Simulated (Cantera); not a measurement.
Cantera run:

```python
import numpy as np
import cantera as ct

gas_names = """
    Cr CrN CrO CrO2 CrO3 N NO NO2 NO3 N2 N2O O O2 O3
""".split()
cond_names = """
    Cr(cr) Cr(L) CrN(s) Cr2N(s) Cr2O3(s) Cr2O3(L)
""".split()


# ... load() reads the species with a 1 bar reference pressure and builds the phases ...
atoms = {
    'Cr': {'Cr': 1},
    'N2O': {'N': 2, 'O': 1},
}
top_T = {'CrN(s)': 1900, 'Cr2N(s)': 1900}  # K; cautious upper limits of use, not melting points


# ... equilibrate(T, P, feed) seeds the gas with the atoms and calls Mixture.equilibrate('TP', solver="vcs", rtol=1e-11, max_steps=5000) ...
results = []
feed = {'Cr': 1, 'N2O': 3.8}  # mol
P = 1300  # Pa
for T in [2075, 2150, 2225, 2300, 2375, 2450, 2525, 2600]:
    mix = equilibrate(T, P, feed)
    results.append((T, P, feed, dict(zip(mix.species_names, mix.species_moles))))

top = {s: max(r[3][s] / sum(r[3][g] for g in gas_names) for r in results) for s in gas_names}
cols = sorted((s for s in top if top[s] > 0.001), key=lambda s: -top[s])[:5]
seen = [c for c in cond_names if any(r[3].get(c, 0) > 1e-12 for r in results)]
print("log10 of partial pressures in bar; condensed amounts in mol")
print(f"{'T/K':>10s}" + "".join(f"{s[:9]:>10s}" for s in cols + seen))
for T, P, feed, n in results:
    ng = sum(n[g] for g in gas_names)
    print(f"{T:10.4g}" + "".join(f"{np.log10(max(n[s] / ng * P / 1e5, 1e-99)):10.3f}" for s in cols)
          + "".join(f"{n.get(c, 0):10.4g}" for c in seen))
```

Result:

```
log10 of partial pressures in bar; condensed amounts in mol
       T/K        N2        O2      CrO2         O       CrO  Cr2O3(s)
      2075    -2.005    -2.536    -4.726    -4.201    -6.306     0.496
      2150    -2.007    -2.544    -4.325    -3.981    -5.671      0.49
      2225    -2.011    -2.556    -3.953    -3.778    -5.078    0.4761
      2300    -2.017    -2.576    -3.609    -3.592    -4.524    0.4446
      2375    -2.030    -2.610    -3.291    -3.425    -4.001     0.374
      2450    -2.058    -2.667    -3.001    -3.282    -3.506    0.2103
      2525    -2.095    -2.725    -2.864    -3.148    -3.174         0
      2600    -2.106    -2.740    -2.949    -3.003    -3.095         0
```

Equilibrium computed with Cantera from the NASA thermochemical tables; the gas is ideal and each condensed phase is pure.
